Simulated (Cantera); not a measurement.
A Cantera script and what it prints.

```python
import numpy as np
import cantera as ct

gas_names = [...]  # 113 gases of nasa_gas.yaml made of C, H, O, Pb
cond_names = """
    C(gr) C6H6(L) C7H8(L) C8H18(L),n-octa H2O(s) H2O(L) Pb(cr) Pb(L) PbO(rd) PbO(yw) PbO(L) PbO2(s)
    Pb3O4(s)
""".split()


# ... load() reads the species with a 1 bar reference pressure and builds the phases ...
atoms = {
    'Pb': {'Pb': 1},
    'CO': {'C': 1, 'O': 1},
    'H2O': {'H': 2, 'O': 1},
}
top_T = {'C(gr)': 4500, 'Pb3O4(s)': 820}  # K; cautious upper limits of use, not melting points


# ... equilibrate(T, P, feed) seeds the gas with the atoms and calls Mixture.equilibrate('TP', solver="vcs", rtol=1e-11, max_steps=5000) ...
results = []
feed = {'Pb': 1, 'CO': 0.17, 'H2O': 0.094}  # mol
P = 30000  # Pa
for T in [925, 975, 1025, 1075, 1125, 1175, 1225, 1275]:
    mix = equilibrate(T, P, feed)
    results.append((T, P, feed, dict(zip(mix.species_names, mix.species_moles))))

top = {s: max(r[3][s] / sum(r[3][g] for g in gas_names) for r in results) for s in gas_names}
cols = sorted((s for s in top if top[s] > 1e-06), key=lambda s: -top[s])[:9]
seen = [c for c in cond_names if any(r[3].get(c, 0) > 1e-12 for r in results)]
print("log10 of partial pressures in bar; condensed amounts in mol")
print(f"{'T/K':>10s}" + "".join(f"{s[:9]:>10s}" for s in cols + seen))
for T, P, feed, n in results:
    ng = sum(n[g] for g in gas_names)
    print(f"{T:10.4g}" + "".join(f"{np.log10(max(n[s] / ng * P / 1e5, 1e-99)):10.3f}" for s in cols)
          + "".join(f"{n.get(c, 0):10.4g}" for c in seen))
```

It prints:

```
log10 of partial pressures in bar; condensed amounts in mol
       T/K        CO       CO2        H2       H2O        Pb       CH4     Pb(L)
       925    -0.947    -1.095    -1.106    -1.559    -5.573    -3.177         1
       975    -0.932    -1.118    -1.120    -1.511    -5.038    -3.904         1
      1025    -0.920    -1.138    -1.138    -1.469    -4.556    -4.575         1
      1075    -0.909    -1.155    -1.156    -1.433    -4.120    -5.187    0.9999
      1125    -0.900    -1.172    -1.172    -1.403    -3.723    -5.746    0.9998
      1175    -0.892    -1.189    -1.189    -1.378    -3.361    -6.258    0.9996
      1225    -0.886    -1.204    -1.204    -1.356    -3.029    -6.731    0.9992
      1275    -0.880    -1.220    -1.220    -1.338    -2.724    -7.168    0.9983
```

Method: chemical equilibrium by Gibbs-energy minimisation in Cantera with the NASA 1993 tables (ideal gas, pure condensed phases).
